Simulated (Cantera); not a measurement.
Feed: 1 mol Al, 13 mol CO₂, 150 mol N₂, equilibrated at 1.33 mbar.

Equilibrium computed with Cantera from the NASA thermochemical tables; the gas is ideal and each condensed phase is pure. Candidate condensed phases: Al, AlN, Al₂O₃, C; 32 gas species. The numbers say what is thermodynamically allowed, not how fast it happens.

x: gas mole fraction; n: condensed amount in mol.

```
T (K)   x N₂   x CO₂     x CO    x O₂       x O      x NO  n Al₂O₃(s)
-----  -----  ------  -------  ------  --------  --------  ----------
1098   0.920  0.0706  0.00920  <1e-12    <1e-12  5.22e-11       0.500
1198   0.920  0.0706  0.00920     ___  2.30e-12   1.59e-9       0.500
1298   0.920  0.0706  0.00920     ___  1.44e-10   2.84e-8       0.500
1398   0.920  0.0706  0.00920     ___   5.00e-9   3.36e-7       0.500
1498   0.920  0.0705  0.00921     ___   1.08e-7   2.85e-6       0.500
1598   0.920  0.0705  0.00925     ___   1.57e-6   1.83e-5       0.500
1698   0.920  0.0701  0.00966     ___   1.60e-5   9.04e-5       0.500
1798   0.919  0.0680   0.0117     ___  0.000105  0.000313       0.500
1898   0.916  0.0628   0.0166     ___  0.000448  0.000749       0.500
1998   0.912  0.0546   0.0245     ___   0.00143   0.00142       0.500
```

Problem. Complete the blanks.

Solution. 
- 1198, x O₂: 1.22e-11
- 1298, x O₂: 9.52e-10
- 1398, x O₂: 3.96e-8
- 1498, x O₂: 9.94e-7
- 1598, x O₂: 1.64e-5
- 1698, x O₂: 0.000178
- 1798, x O₂: 0.00103
- 1898, x O₂: 0.00312
- 1998, x O₂: 0.00628
